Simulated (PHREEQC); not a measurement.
## Polishing slurry liquid: speciation

Solution (20 °C): 56 mmol/kgw K2CO3, 4.4 mmol/kgw KNO3 and 0.008 mmol/kgw CO2. Closed to the air; pH follows from the charge balance.

Model: ion-association model, phreeqc.dat, run in PHREEQC.

Each row changes one thing in this solution. This is a speciation only: nothing precipitates in the calculation.

```tsv
case	pH	ionic strength (mol/kgw)
as made	11.38	0.170
CO2 from 8e-06 to 8e-07 mol/kgw	11.38	0.170
0.0036 mol/kgw KCl added	11.38	___
CO2 from 8e-06 to 8e-05 mol/kgw	11.37	0.170
KNO3 left out	11.38	___
```

Q: Fill in the missing entries.

A: 
- 0.0036 mol/kgw KCl added, ionic strength (mol/kgw): 0.174
- KNO3 left out, ionic strength (mol/kgw): 0.166
